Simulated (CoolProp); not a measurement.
Carbon monoxide at 293.15 K and 0.734 MPa is throttled through a valve to 0.205 MPa with no heat exchange. Each further row changes one setting.

Values from CoolProp's reference Helmholtz-energy equation of state, Lemmon 2006. It is a short technical equation, of lower accuracy than the large ones.

```json
[
 {"case": "as stated", "temperature change (K)": "-1.4", "final density (kg/m³)": "…"},
 {"case": "outlet pressure 0.0615 MPa", "temperature change (K)": "-1.8", "final density (kg/m³)": "…"},
 {"case": "outlet pressure 0.267 MPa", "temperature change (K)": "…", "final density (kg/m³)": "3.08"}
]
```

Problem. Complete the blanks.

Solution. 
- as stated, final density (kg/m³): 2.37
- outlet pressure 0.0615 MPa, final density (kg/m³): 0.711
- outlet pressure 0.267 MPa, temperature change (K): -1.2
